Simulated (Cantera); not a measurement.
An adiabatic, constant-volume homogeneous reactor starts with CH4 : C2H6 : O2 : N2 = 1 : 0.047 : 2.33 : 8.75 (molar parts), equivalence ratio 0.93, at 1000 K and 0.380 bar. Integrator tolerance rtol = 1e-08.

Detailed kinetics in Cantera: GRI-Mech 3.0 (53 species, 325 reactions).

### Question
What does this change do: pressure from 0.380 bar to 0.320 bar?

### Answer
```csv
quantity,before,after
time of steepest temperature rise,0.464 s,0.534 s
temperature at 1.00 s,2674 K,2662 K
equilibrium temperature,2674 K,2662 K
x(CH4) at 1.00 s,<1e-12 (gas-phase equilibrium <1e-12),<1e-12 (gas-phase equilibrium <1e-12)
x(C2H6) at 1.00 s,<1e-12 (gas-phase equilibrium <1e-12),<1e-12 (gas-phase equilibrium <1e-12)
x(O2) at 1.00 s,0.0244 (gas-phase equilibrium 0.0244),0.0248 (gas-phase equilibrium 0.0248)
x(C2H4) at 1.00 s,<1e-12 (gas-phase equilibrium <1e-12),<1e-12 (gas-phase equilibrium <1e-12)
x(NO) at 1.00 s,0.00982 (gas-phase equilibrium 0.00982),0.00970 (gas-phase equilibrium 0.00970)
```

### Question
What does this change do: constant pressure in place of constant volume?

### Answer
| quantity | before | after |
|---|---|---|
| time of steepest temperature rise | 0.464 s | 0.479 s |
| temperature at 1.00 s | 2674 K | 2467 K |
| equilibrium temperature | 2674 K | 2467 K |
| x(CH4) at 1.00 s | <1e-12 (gas-phase equilibrium <1e-12) | <1e-12 (gas-phase equilibrium <1e-12) |
| x(C2H6) at 1.00 s | <1e-12 (gas-phase equilibrium <1e-12) | <1e-12 (gas-phase equilibrium <1e-12) |
| x(O2) at 1.00 s | 0.0244 (gas-phase equilibrium 0.0244) | 0.0219 (gas-phase equilibrium 0.0219) |
| x(C2H4) at 1.00 s | <1e-12 (gas-phase equilibrium <1e-12) | <1e-12 (gas-phase equilibrium <1e-12) |
| x(NO) at 1.00 s | 0.00982 (gas-phase equilibrium 0.00982) | 0.00663 (gas-phase equilibrium 0.00663) |
